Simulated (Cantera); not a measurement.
An isothermal, constant-pressure homogeneous reactor starts with NO : N2 = 1 : 0.13 (molar parts), at 2200 K and 1.48 atm.

Detailed kinetics in Cantera: GRI-Mech 3.0 (53 species, 325 reactions).

x: mole fraction; the columns are a selection and need not sum to one.

| t (s) | x NO | x N2O | x N2 | x O | x O2 | x NO2 |
|---|---|---|---|---|---|---|
| 5.00e-5 | 0.884 | (withheld) | 0.115 | 0.000143 | 3.05e-5 | 0.000149 |
| 0.000273 | 0.881 | 0.000397 | 0.116 | 0.000345 | 0.00112 | 0.000413 |
| 0.00150 | 0.865 | 0.000391 | 0.124 | 0.000401 | 0.00911 | 0.000481 |
| 0.00818 | 0.779 | (withheld) | 0.168 | 0.000604 | 0.0521 | 0.000680 |
| 0.0447 | 0.429 | (withheld) | 0.343 | 0.00109 | 0.227 | 0.000702 |
| 0.245 | 0.0500 | (withheld) | 0.532 | 0.00144 | 0.416 | 0.000110 |
| 1.34 | 0.0153 | 8.66e-7 | 0.549 | 0.00146 | 0.434 | 3.41e-5 |
| 7.31 | 0.0152 | 8.65e-7 | 0.550 | 0.00146 | 0.434 | 3.40e-5 |
| 40.0 | 0.0152 | 8.65e-7 | 0.550 | 0.00146 | 0.434 | 3.40e-5 |

### Question
What belongs in the gaps?

### Answer

- 5.00e-5, x N2O: 0.000192
- 0.00818, x N2O: 0.000306
- 0.0447, x N2O: 8.61e-5
- 0.245, x N2O: 1.83e-6
